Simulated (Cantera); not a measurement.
Cantera run:

```python
import numpy as np
import cantera as ct

gas_names = """
    N NO NO2 NO3 N2 N2O O O2 O3 Si SiN SiO SiO2 Si2 Si2N Si3
""".split()
cond_names = """
    Si(cr) Si(L) SiO2(Lqz) SiO2(hqz) SiO2(L) Si2N2O(s) Si3N4(a)
""".split()


# ... load() reads the species with a 1 bar reference pressure and builds the phases ...
atoms = {
    'Si': {'Si': 1},
    'N2O': {'N': 2, 'O': 1},
    'N2': {'N': 2},
}
top_T = {'Si2N2O(s)': 2100, 'Si3N4(a)': 2400}  # K; cautious upper limits of use, not melting points


# ... equilibrate(T, P, feed) seeds the gas with the atoms and calls Mixture.equilibrate('TP', solver="vcs", rtol=1e-11, max_steps=5000) ...
results = []
feed = {'Si': 1, 'N2O': 0.12, 'N2': 200}  # mol
P = 6200  # Pa
for T in [1100, 1200, 1300, 1400, 1500, 1600, 1700, 1800, 1900, 2000]:
    mix = equilibrate(T, P, feed)
    results.append((T, P, feed, dict(zip(mix.species_names, mix.species_moles))))
    x = sorted(zip(gas.X, gas.species_names), reverse=True)
    print(f"T = {T:g} K  P = {P:g} Pa  gas = {mix.phase_moles(0):.4g} mol")
    print("   x: " + "  ".join(f"{s} {v:.3e}" for v, s in x if v > 1e-06))
    print("   condensed (mol): " + ("  ".join(f"{mix.phase(i).name} {mix.phase_moles(i):.4g}"
          for i in range(1, mix.n_phases) if mix.phase_moles(i) > 1e-12) or "none"))
```

Result:

```
T = 1100 K  P = 6200 Pa  gas = 199.5 mol
   x: N2 1.000e+00
   condensed (mol): Si2N2O(s) 0.12  Si3N4(a) 0.2533
T = 1200 K  P = 6200 Pa  gas = 199.5 mol
   x: N2 1.000e+00
   condensed (mol): Si2N2O(s) 0.12  Si3N4(a) 0.2533
T = 1300 K  P = 6200 Pa  gas = 199.5 mol
   x: N2 1.000e+00
   condensed (mol): Si2N2O(s) 0.12  Si3N4(a) 0.2533
T = 1400 K  P = 6200 Pa  gas = 199.5 mol
   x: N2 1.000e+00
   condensed (mol): Si2N2O(s) 0.12  Si3N4(a) 0.2533
T = 1500 K  P = 6200 Pa  gas = 199.5 mol
   x: N2 1.000e+00  SiO 1.277e-06
   condensed (mol): Si2N2O(s) 0.1197  Si3N4(a) 0.2534
T = 1600 K  P = 6200 Pa  gas = 199.5 mol
   x: N2 1.000e+00  SiO 2.294e-05
   condensed (mol): Si2N2O(s) 0.1154  Si3N4(a) 0.2549
T = 1700 K  P = 6200 Pa  gas = 199.6 mol
   x: N2 9.997e-01  SiO 2.910e-04
   condensed (mol): Si2N2O(s) 0.06193  Si3N4(a) 0.2726
T = 1800 K  P = 6200 Pa  gas = 199.7 mol
   x: N2 9.994e-01  SiO 6.010e-04  Si 1.395e-05  SiN 1.538e-06
   condensed (mol): Si3N4(a) 0.2922
T = 1900 K  P = 6200 Pa  gas = 199.7 mol
   x: N2 9.992e-01  SiO 6.009e-04  Si 1.550e-04  Si2N 1.423e-05  SiN 1.291e-05
   condensed (mol): Si3N4(a) 0.2801
T = 2000 K  P = 6200 Pa  gas = 200.4 mol
   x: N2 9.986e-01  Si 7.023e-04  SiO 5.988e-04  Si2N 5.974e-05  SiN 4.549e-05  Si2 7.280e-06  Si3 1.561e-06
   condensed (mol): Si(L) 0.7024
```

Equilibrium computed with Cantera from the NASA thermochemical tables; the gas is ideal and each condensed phase is pure. Mutual solubility and eutectic melting of coexisting phases are not modelled. The tables' values for SiN are old estimates; treat these amounts as uncertain.
